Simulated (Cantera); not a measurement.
Charge: 1 mol SiO2, 0.93 mol H2, 0.78 mol N2, held at 1 atm.

Equilibrium computed with Cantera from the NASA thermochemical tables; the gas is ideal and each condensed phase is pure. Candidate condensed phases: H2O, Si, SiO2, Si2N2O, Si3N4; 35 gas species. N2 is the only nitrogen source here; it is nearly inert below about 1500 K, so the nitride shown seldom forms there in practice. Mutual solubility and eutectic melting of coexisting phases are not modelled. The tables hold silica as quartz up to 1696 K and as liquid above; real silica turns to tridymite and cristobalite and melts near 1996 K. The numbers say what is thermodynamically allowed, not how fast it happens. All values below are at 1275 K.

Base state: H2 0.544, N2 0.456, H2O 0.000184, NH3 3.77e-5 (mole fractions); condensed: SiO2(β-quartz) + Si2N2O(s).

**Question.** What changes in the equilibrium state with this change: SiO2 replaced by Al2O3?

**Answer.** 
```
species                before    after
-------------------  --------  -------
H2                      0.544    0.544
N2                      0.456    0.456
NH3                   3.77e-5  3.77e-5
H2O                  0.000184  2.74e-6
SiO2(β-quartz), mol     1.000        0
Si2N2O(s), mol       0.000105        0
Al2O3(s), mol               0    1.000
```
Further candidate phases: Al, AlN, Al2O3.
